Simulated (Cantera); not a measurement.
Cantera run, input and output.

```python
import numpy as np
import cantera as ct

gas = ct.Solution("h2o2.yaml")
gas.TPX = 600, 13332, {'H2': 1, 'O2': 0.781, 'N2': 3.05, 'H2O': 0.18}
flame = ct.FreeFlame(gas, width=0.16)
flame.set_refine_criteria(ratio=3, slope=0.08, curve=0.16)
flame.transport_model = "mixture-averaged"
flame.solve(loglevel=0, auto=True)
z, T = flame.grid, flame.T
thick = (T[-1] - T[0]) / np.gradient(T, z).max()
show = ['H2', 'O2', 'H2O', 'OH', 'H', 'HO2']
print(f"laminar burning velocity  {flame.velocity[0] * 100:.3f} cm/s")
print(f"burnt temperature         {T[-1]:.1f} K")
print(f"thermal thickness         {thick * 1e3:.4f} mm")
print(f"grid points               {len(z)}")
z0 = z[flame.heat_release_rate.argmax()]
print(f"{'z/mm':>9s}{'T/K':>9s}{'u/(m/s)':>9s}" + "".join(f"{s:>11s}" for s in show))
rows = []
for k in (-3, -2, -1.5, -1, -0.5, -0.25, 0, 0.25, 0.5, 1, 2, 4, 8):
    zz = z0 + k * thick
    rows.append([k * thick, np.interp(zz, z, T), np.interp(zz, z, flame.velocity),
                 *(np.interp(zz, z, flame.X[gas.species_index(s)]) for s in show)])
    print(f"{rows[-1][0] * 1e3:9.3f}{rows[-1][1]:9.1f}{rows[-1][2]:9.3f}" + "".join(f"{x:11.3e}" for x in rows[-1][3:]))
```

Output:

```
laminar burning velocity  423.663 cm/s
burnt temperature         2033.6 K
thermal thickness         6.1355 mm
grid points               126
     z/mm      T/K  u/(m/s)         H2         O2        H2O         OH          H        HO2
  -18.406    600.0    4.237  1.996e-01  1.559e-01  3.592e-02  2.414e-18  7.278e-16  1.111e-13
  -12.271    600.0    4.237  1.996e-01  1.559e-01  3.592e-02  5.505e-15  2.231e-12  5.816e-11
   -9.203    600.0    4.237  1.996e-01  1.559e-01  3.592e-02  6.407e-13  3.129e-10  3.375e-09
   -6.135    600.0    4.237  1.995e-01  1.559e-01  3.592e-02  4.855e-10  1.364e-07  5.841e-07
   -3.068    609.5    4.294  1.970e-01  1.559e-01  3.669e-02  3.149e-05  2.115e-04  6.397e-05
   -1.534    728.6    5.065  1.751e-01  1.527e-01  4.852e-02  3.289e-04  4.828e-03  4.537e-05
    0.000   1053.0    7.127  8.855e-02  1.210e-01  1.181e-01  2.292e-03  3.111e-02  2.103e-05
    1.534   1301.7    8.714  2.681e-02  7.928e-02  1.903e-01  6.339e-03  4.265e-02  1.116e-05
    3.068   1420.7    9.452  1.989e-02  7.148e-02  2.043e-01  8.356e-03  3.613e-02  8.508e-06
    6.135   1548.7   10.219  1.833e-02  6.829e-02  2.129e-01  1.032e-02  2.630e-02  6.616e-06
   12.271   1679.1   10.979  1.575e-02  6.567e-02  2.224e-01  1.175e-02  1.697e-02  4.996e-06
   24.542   1800.0   11.665  1.199e-02  6.358e-02  2.324e-01  1.208e-02  9.430e-03  3.562e-06
   49.084   1900.4   12.222  7.809e-03  6.224e-02  2.419e-01  1.100e-02  4.324e-03  2.355e-06
```

Computed with Cantera and the H2/O2 subset of GRI-Mech 3.0, which has no nitrogen chemistry. Burning velocities carry a grid error of a few per cent, more on coarse grids. Lean hydrogen flames are cellular in practice and burn faster than this planar one.
